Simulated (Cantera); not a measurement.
Charge: 1 mol SiHCl3, 17 mol N2, held at 203 Torr.

Method: chemical equilibrium by Gibbs-energy minimisation in Cantera with the NASA 1993 tables (ideal gas, pure condensed phases). Candidate condensed phases: NH4Cl, Si, Si3N4; 28 gas species. N2 is the only nitrogen source here; it is nearly inert below about 1500 K, so the nitride shown seldom forms there in practice. The numbers say what is thermodynamically allowed, not how fast it happens.

Problem. What share of the Si ends up in condensed phases as a function of T (K), at 1223, 1248, 1273, 1298, 1323, 1348, 1373, 1398, 1423, 1448?

Solution. 
```
T (K)  Si condensed (%)        as
-----  ----------------  --------
1223               46.0  Si3N4(s)
1248               46.0  Si3N4(s)
1273               45.9  Si3N4(s)
1298               45.7  Si3N4(s)
1323               45.5  Si3N4(s)
1348               45.1  Si3N4(s)
1373               44.6  Si3N4(s)
1398               43.9  Si3N4(s)
1423               42.9  Si3N4(s)
1448               41.6  Si3N4(s)
```
